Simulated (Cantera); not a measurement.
An isothermal, constant-pressure homogeneous reactor starts with NO : N2 = 1 : 13 (molar parts), at 1698 K and 1280 Torr.

Computed with Cantera and GRI-Mech 3.0 (53 species, 325 reactions).

x: mole fraction; the columns are a selection and need not sum to one.

| t (s) | x NO | x O2 | x NO2 | x N2O | x O |
|---|---|---|---|---|---|
| 5.00e-5 | 0.0714 | 2.07e-11 | 1.83e-8 | 3.77e-8 | 2.01e-8 |
| 0.000169 | 0.0714 | 1.34e-10 | 1.03e-7 | 1.25e-7 | 3.01e-8 |
| 0.000574 | 0.0714 | 9.03e-10 | 4.29e-7 | 3.95e-7 | 5.05e-8 |
| 0.00195 | 0.0714 | ? | 1.76e-6 | 1.06e-6 | 1.28e-7 |
| 0.00660 | 0.0714 | ? | 7.08e-6 | 1.91e-6 | 4.15e-7 |
| 0.0224 | 0.0714 | ? | 1.57e-5 | 2.10e-6 | 8.61e-7 |
| 0.0758 | 0.0713 | ? | 1.71e-5 | 2.09e-6 | 9.33e-7 |
| 0.257 | 0.0710 | ? | 1.86e-5 | 2.08e-6 | 1.02e-6 |
| 0.871 | 0.0700 | ? | 2.28e-5 | 2.03e-6 | 1.25e-6 |
| 2.95 | 0.0669 | ? | 3.18e-5 | 1.86e-6 | 1.82e-6 |
| 10.0 | 0.0578 | ? | 4.41e-5 | 1.41e-6 | 2.90e-6 |

Problem. What belongs in the gaps?

Solution. 
- 0.00195, x O2: 1.21e-8
- 0.00660, x O2: 3.68e-7
- 0.0224, x O2: 8.07e-6
- 0.0758, x O2: 4.95e-5
- 0.257, x O2: 0.000191
- 0.871, x O2: 0.000667
- 2.95, x O2: 0.00222
- 10.0, x O2: 0.00676
